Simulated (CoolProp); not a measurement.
Computed with CoolProp (reference Helmholtz-energy equation of state, Lemmon 2006). It is a short technical equation, of lower accuracy than the large ones.

Question: Give the vapour pressure (MPa), liquid density (kg/m³), vapour density (kg/m³), liquid cp (kJ/(kg K)) of saturated acetone at 406.9 K.

Answer: 
```
T (K)  p (MPa)  liquid density (kg/m³)  vapour density (kg/m³)  liquid cp (kJ/(kg K))
-----  -------  ----------------------  ----------------------  ---------------------
406.9    0.819                     645                    17.3                   2.56
```
